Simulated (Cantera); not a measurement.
A closed system holds: 1 mol TiO₂, 1500 mol H₂, 0.47 mol H₂O, held at 42.0 Pa.

Equilibrium computed with Cantera from the NASA thermochemical tables; the gas is ideal and each condensed phase is pure. Candidate condensed phases: H₂O, Ti, TiO, TiO₂, Ti₂O₃, Ti₃O₅, Ti₄O₇; 12 gas species. Condensed phases not in the tables: Magnéli phases beyond Ti₄O₇. Kinetics and transport are ignored.

### Question
At 1223 K, list the 3 most abundant gas species with their mole fractions, and the condensed phases.

### Answer
H₂ 1.000, H₂O 0.000480, H 1.47e-5. Condensed: Ti₄O₇(s).
